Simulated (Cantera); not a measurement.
What does this Cantera script print?

```python
import numpy as np
import cantera as ct

gas = ct.Solution("gri30.yaml")
gas.TPX = 1273, 1600000, {'CH4': 1, 'O2': 0.87, 'N2': 3.27}
reactor = ct.IdealGasConstPressureReactor(gas, energy="on", clone=False)
net = ct.ReactorNet([reactor])
net.rtol, net.atol = 1e-08, 1e-16
show = ['CH4', 'O2', 'HCO', 'CH3', 'NO', 'CH2O', 'H2']
times = np.geomspace(5e-06, 4, 13)

steps = ct.SolutionArray(gas, extra=["t"])
rows = []
print(f"{'t/s':>10s}{'T/K':>9s}{'P/Pa':>11s}" + "".join(f"{s:>11s}" for s in show))
for t in times:
    while net.time < t:
        t_next = net.step()
        steps.append(gas.state, t=t_next)
    rows.append([np.interp(t, steps.t, y) for y in (steps.T, steps.P, *steps(*show).X.T)])
    print(f"{t:10.3e}{rows[-1][0]:9.1f}{rows[-1][1]:11.4g}" + "".join(f"{x:11.3e}" for x in rows[-1][2:]))
rate = np.gradient(steps.T, steps.t)
print("integrator steps:", len(steps.t))
if steps.T.max() > steps.T[0] + 200:
    print(f"time of steepest temperature rise: {steps.t[rate.argmax()]:.4e} s")
gas.TPX = 1273, 1600000, {'CH4': 1, 'O2': 0.87, 'N2': 3.27}
gas.equilibrate("HP")
print(f"equilibrium (HP): T = {gas.T:.1f} K  " + "  ".join(f"{s} {gas[s].X[0]:.3e}" for s in show))
```

Result:

```
       t/s      T/K       P/Pa        CH4         O2        HCO        CH3         NO       CH2O         H2
 5.000e-06   1273.0    1.6e+06  1.946e-01  1.693e-01  3.643e-14  5.270e-07  4.322e-19  3.235e-08  9.089e-09
 1.552e-05   1273.0    1.6e+06  1.945e-01  1.693e-01  5.550e-13  2.229e-06  5.054e-18  4.266e-07  8.481e-08
 4.817e-05   1273.0    1.6e+06  1.945e-01  1.692e-01  1.357e-11  9.819e-06  8.176e-17  6.811e-06  1.300e-06
 1.495e-04   1273.4    1.6e+06  1.944e-01  1.692e-01  1.291e-10  1.501e-05  7.355e-16  5.204e-05  1.078e-05
 4.642e-04   1275.2    1.6e+06  1.939e-01  1.689e-01  7.557e-10  2.014e-05  4.800e-15  2.409e-04  6.764e-05
 1.441e-03   1305.0    1.6e+06  1.874e-01  1.643e-01  1.982e-08  5.811e-05  2.702e-13  1.810e-03  1.316e-03
 4.472e-03   2186.3    1.6e+06  4.173e-04  1.675e-08  3.390e-07  2.256e-05  7.208e-06  3.967e-07  2.125e-01
 1.388e-02   2183.6    1.6e+06  5.182e-08  1.592e-08  3.377e-07  2.763e-09  7.630e-06  2.011e-07  2.142e-01
 4.309e-02   2183.6    1.6e+06  5.105e-08  1.591e-08  3.377e-07  2.722e-09  5.919e-06  2.012e-07  2.142e-01
 1.337e-01   2183.6    1.6e+06  5.086e-08  1.591e-08  3.377e-07  2.712e-09  3.848e-06  2.012e-07  2.142e-01
 4.152e-01   2183.6    1.6e+06  5.080e-08  1.591e-08  3.378e-07  2.709e-09  2.817e-06  2.012e-07  2.142e-01
 1.289e+00   2183.6    1.6e+06  5.080e-08  1.591e-08  3.378e-07  2.708e-09  2.733e-06  2.012e-07  2.142e-01
 4.000e+00   2183.6    1.6e+06  5.080e-08  1.591e-08  3.378e-07  2.708e-09  2.733e-06  2.012e-07  2.142e-01
integrator steps: 2504
time of steepest temperature rise: 1.8903e-03 s
equilibrium (HP): T = 2183.6 K  CH4 5.674e-08  O2 1.591e-08  HCO 3.378e-07  CH3 3.025e-09  NO 2.733e-06  CH2O 2.012e-07  H2 2.142e-01
```

Detailed kinetics in Cantera: GRI-Mech 3.0 (53 species, 325 reactions). The pressure lies above the range GRI-Mech 3.0 was tuned for (to about 10 atm).
